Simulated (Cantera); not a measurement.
Charge: 1 mol Ti, 0.28 mol H₂O, 120 mol H₂, 0.055 mol O₂, held at 1275 °C and 0.0133 bar.

Cantera equilibrium calculation (NASA polynomials, part measured and part estimated; ideal gas, pure solids and liquids). Candidate condensed phases: H₂O, Ti, TiO, TiO₂, Ti₂O₃, Ti₃O₅, Ti₄O₇; 12 gas species. Mutual solubility and eutectic melting of coexisting phases are not modelled. TiO: taken at fixed stoichiometry. Condensed phases not in the tables: N, O or C dissolved in the metal. Equilibrium is a limit: real reactors are often held back by kinetics, nucleation or transport.

Base state: H₂ 1.000, H 0.000267 (mole fractions); condensed: Ti(β) + TiO(s).

Problem. What changes in the equilibrium state with this change: temperature from 1275 °C to 1577 °C?

Solution. 
```
species        before    after
-----------  --------  -------
H₂              1.000    0.995
H            0.000267  0.00465
Ti            2.53e-7  8.36e-5
Ti(β), mol      0.610    0.600
TiO(s), mol     0.390    0.390
```

Problem. What changes in the equilibrium state with this change: temperature from 1275 °C to 1675 °C?

Solution. 
```tsv
species	before	after
H₂	1.000	0.990
H	0.000267	0.00974
Ti	2.53e-7	0.000369
TiO	2.80e-9	2.18e-5
Ti(β), mol	0.610	0
TiO(s), mol	0.390	0.387
Ti(l), mol	0	0.566
```
